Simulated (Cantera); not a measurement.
## Catalytic stagnation flow on Pt

A jet of CH₄ : O₂ : N₂ = 0.016 : 0.093 : 0.79 (molar parts) at 300 K and 0.0430 bar hits a platinum plate 3.9 cm away at a mass flux of 0.064 kg/m²/s; the plate temperature is set and raised in steps from an oxygen-covered start.

Computed with Cantera and Deutschmann's 1995 Pt surface mechanism with GRI-Mech 3.0 gas chemistry. Catalytic surfaces can have several steady states; this one follows from the mechanism file's or the stated starting coverage.

```json
[
 {"plate T (K)": "850", "wall x CH₄": "0.0153", "wall x O₂": "0.0982", "wall x H₂O": "0.00464", "wall x OH": "<1e-8", "wall x CO": "4.56e-6", "wall x CO₂": "0.00302", "θ free Pt": "0.177", "θ O*": "0.822"},
 {"plate T (K)": "900", "wall x CH₄": "0.0133", "wall x O₂": "0.0940", "wall x H₂O": "0.00832", "wall x OH": "2.39e-8", "wall x CO": "5.69e-6", "wall x CO₂": "0.00542", "θ free Pt": "0.246", "θ O*": "0.753"},
 {"plate T (K)": "950", "wall x CH₄": "0.0112", "wall x O₂": "0.0895", "wall x H₂O": "0.0123", "wall x OH": "7.98e-8", "wall x CO": "6.65e-6", "wall x CO₂": "0.00802", "θ free Pt": "0.320", "θ O*": "0.680"},
 {"plate T (K)": "1000", "wall x CH₄": "0.00926", "wall x O₂": "0.0853", "wall x H₂O": "0.0159", "wall x OH": "2.24e-7", "wall x CO": "7.50e-6", "wall x CO₂": "0.0104", "θ free Pt": "0.394", "θ O*": "0.605"},
 {"plate T (K)": "1050", "wall x CH₄": "0.00766", "wall x O₂": "0.0820", "wall x H₂O": "0.0188", "wall x OH": "5.53e-7", "wall x CO": "8.37e-6", "wall x CO₂": "0.0123", "θ free Pt": "0.467", "θ O*": "0.533"},
 {"plate T (K)": "1100", "wall x CH₄": "0.00647", "wall x O₂": "0.0794", "wall x H₂O": "0.0209", "wall x OH": "1.22e-6", "wall x CO": "9.44e-6", "wall x CO₂": "0.0138", "θ free Pt": "0.537", "θ O*": "0.463"},
 {"plate T (K)": "1150", "wall x CH₄": "0.00552", "wall x O₂": "0.0775", "wall x H₂O": "0.0226", "wall x OH": "2.48e-6", "wall x CO": "1.07e-5", "wall x CO₂": "0.0149", "θ free Pt": "0.602", "θ O*": "0.398"},
 {"plate T (K)": "1200", "wall x CH₄": "0.00481", "wall x O₂": "0.0760", "wall x H₂O": "0.0238", "wall x OH": "4.67e-6", "wall x CO": "1.24e-5", "wall x CO₂": "0.0157", "θ free Pt": "0.662", "θ O*": "0.338"}
]
```
x: mole fraction at the wall; θ: surface coverage.
